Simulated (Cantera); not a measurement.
A closed system holds: 1 mol MgO, 6.3 mol N₂, 0.0055 mol H₂O, held at 240 Torr.

These are equilibrium values from Cantera (NASA tables, ideal gas, pure condensed phases), not measurements of a reactor. Candidate condensed phases: H₂O, Mg, MgO, Mg(OH)₂; 31 gas species. Kinetics and transport are ignored.

### Question
At 2350 °C, list the 7 most abundant gas species with their mole fractions, and the condensed phases.

### Answer
N₂ 0.975, Mg 0.0128, NO 0.00391, O₂ 0.00325, O 0.00260, MgO 0.000701, H 0.000625. Condensed: MgO(s).
